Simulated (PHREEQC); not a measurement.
Solution (31 °C): 0.033 mol/kgw KOH, 0.00017 mol/kgw H4SiO4 and 0.001 mol/kgw Na2CO3. Closed to the air; pH follows from the charge balance.

Model: ion-association model, wateq4f.dat, run in PHREEQC.

Each row changes one thing in this solution. No solid was allowed to form.

```
case                                        pH  ionic strength (mol/kgw)  CO3-2 (mol/kgw)  NaCO3- (mol/kgw)  HCO3- (mol/kgw)  NaHCO3 (mol/kgw)  SI of Nahcolite (NaHCO3)  SI of Natron (Na2CO3:10H2O)
---------------------------------------  -----  ------------------------  ---------------  ----------------  ---------------  ----------------  ------------------------  ---------------------------
as made                                  12.24                    0.0360         0.000969           2.43e-5          6.35e-6           4.97e-9                     -7.56                        -7.79
diluted 2-fold with water                11.96                    0.0180         0.000486           7.20e-6          6.85e-6           2.93e-9                     -7.79                        -8.58
H4SiO4 from 0.00017 to 0.000255 mol/kgw  12.24                    0.0360         0.000969           2.43e-5          6.37e-6           4.98e-9                     -7.55                        -7.79
KOH from 0.033 to 0.0066 mol/kgw         11.57                   0.00951         0.000934           3.10e-5          3.53e-5           3.20e-8                     -6.75                        -7.62
H4SiO4 left out                          12.25                    0.0359         0.000969           2.43e-5          6.31e-6           4.94e-9                     -7.56                        -7.79
KOH from 0.033 to 0.066 mol/kgw          12.52                    0.0690         0.000977           2.06e-5          2.95e-6           2.10e-9                     -7.93                        -7.90
Na2CO3 from 0.001 to 0.002 mol/kgw       12.24                    0.0388          0.00189           9.23e-5          1.23e-5           1.89e-8                     -6.98                        -6.92
Na2CO3 from 0.001 to 0.0015 mol/kgw      12.24                    0.0374          0.00144           5.33e-5          9.38e-6           1.09e-8                     -7.22                        -7.28
KOH from 0.033 to 0.0033 mol/kgw         11.28                   0.00617         0.000897           3.18e-5          7.08e-5           6.63e-8                     -6.43                        -7.59
```
